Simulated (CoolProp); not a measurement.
Vapour-liquid equilibrium of R125 (1) + R245fa (2) at 231.9 K; x and y are mole fractions of (1).

The numbers come from the multi-fluid Helmholtz-energy mixture model, Lemmon 2005 and Akasaka 2015; pair parameters Bell 2016 in CoolProp.

Question: Give the bubble pressure and the first vapour's composition at x = 0.65, 0.75, 0.85. Is there an azeotrope?

Answer: x = 0.65: 0.09420 MPa, y = 0.976; x = 0.75: 0.1068 MPa, y = 0.984; x = 0.85: 0.1198 MPa, y = 0.991. No azeotrope shows between x = 0.05 and 0.95.

Pair parameters are fitted to limited data, so mixtures are less certain than the pure fluids.
